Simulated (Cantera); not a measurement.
# Equilibrium for oxide etching and cleaning by halides: SiO2 + HCl

A closed system holds: 1 mol SiO2, 43 mol HCl, equilibrated at 1377 °C and 750 Torr.

These are equilibrium values from Cantera (NASA tables, ideal gas, pure condensed phases), not measurements of a reactor. Candidate condensed phases: H2O, Si, SiO2; 30 gas species. The tables' values for SiCl3 are old estimates; treat these amounts as uncertain. The tables hold silica as quartz up to 1696 K and as liquid above; real silica turns to tridymite and cristobalite and melts near 1996 K. Kinetics and transport are ignored.

```yaml
x(HCl): 0.994
x(Cl): 0.00204
x(H2O): 0.00150
x(H2): 0.00121
x(SiCl4): 0.000738
x(Cl2): 0.000194
x(SiCl3): 1.13e-5
x(H): 3.15e-6
n(SiO2(β-quartz)): 0.968 mol
gas_amount: 43.01 mol
log10 activity of Si(s) (absent): -9.89
```
